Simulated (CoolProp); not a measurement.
c-C4F8 (RC318) at 301.27 K and 5.85 MPa is throttled through a valve to 2.03 MPa with no heat exchange. Each further row changes one setting.

Computed with CoolProp (reference Helmholtz-energy equation of state, Platzer 1990). This equation is an older, rougher fit; its heat capacities, sound speeds and derivatives of the liquid may be far off and weren't checked against measurements.

```tsv
case	temperature change (K)	final density (kg/m³)
as stated	+0.6	1500
outlet pressure 0.609 MPa	?	?
outlet pressure 2.64 MPa	?	1500
```

### Question
Complete the blanks.

### Answer

- outlet pressure 0.609 MPa, temperature change (K): +0.7
- outlet pressure 0.609 MPa, final density (kg/m³): 1480
- outlet pressure 2.64 MPa, temperature change (K): +0.5
